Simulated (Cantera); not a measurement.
What does this Cantera script print?

```python
import numpy as np
import cantera as ct

gas = ct.Solution("gri30.yaml")
gas.TPX = 1173, 101325, {'CO': 0.01, 'O2': 0.014, 'H2O': 0.0027, 'N2': 1, 'H2': 0.062}
inlet = ct.Reservoir(gas, clone=True)

reactor = ct.IdealGasConstPressureReactor(gas, energy="off", clone=False)
exhaust = ct.Reservoir(gas, clone=True)
tau = [15, 6, 2.4, 0.97, 0.39, 0.15, 0.062, 0.025, 0.0099, 0.004][0]
for a, b in ((inlet, reactor), (reactor, exhaust)):
    ct.MassFlowController(a, b, mdot=lambda t: reactor.mass / tau)
net = ct.ReactorNet([reactor])
show = ['CO', 'O2', 'H2O', 'HO2', 'H2O2']

rows = []
print(f"{'tau/s':>10s}{'T/K':>9s}" + "".join(f"{s:>11s}" for s in show))
for tau in [15, 6, 2.4, 0.97, 0.39, 0.15, 0.062, 0.025, 0.0099, 0.004]:
    net.initial_time = 0.0
    net.advance(30 * tau)
    before = gas.X
    net.advance(40 * tau)
    drift = np.max(np.abs(gas.X - before) / (gas.X + 1e-9))
    rows.append([gas.T, *gas[show].X, drift])
    print(f"{tau:10.3e}{gas.T:9.1f}" + "".join(f"{x:11.3e}" for x in gas[show].X))
```

Result:

```
     tau/s      T/K         CO         O2        H2O        HO2       H2O2
 1.500e+01   1173.0  6.010e-03  6.994e-06  2.526e-02  4.109e-09  1.305e-10
 6.000e+00   1173.0  6.048e-03  1.106e-05  2.529e-02  6.521e-09  1.743e-10
 2.400e+00   1173.0  6.106e-03  1.749e-05  2.533e-02  1.033e-08  2.265e-10
 9.700e-01   1173.0  6.190e-03  2.750e-05  2.539e-02  1.627e-08  2.905e-10
 3.900e-01   1173.0  6.312e-03  4.335e-05  2.548e-02  2.568e-08  3.779e-10
 1.500e-01   1173.0  6.488e-03  6.991e-05  2.560e-02  4.145e-08  5.195e-10
 6.200e-02   1173.0  6.700e-03  1.090e-04  2.573e-02  6.463e-08  7.419e-10
 2.500e-02   1173.0  6.964e-03  1.728e-04  2.585e-02  1.025e-07  1.158e-09
 9.900e-03   1173.0  7.265e-03  2.796e-04  2.592e-02  1.656e-07  1.995e-09
 4.000e-03   1173.0  7.570e-03  4.563e-04  2.583e-02  2.697e-07  3.712e-09
```

Cantera simulation using GRI-Mech 3.0 (53 species, 325 reactions); the numbers are that mechanism's predictions, not measurements.
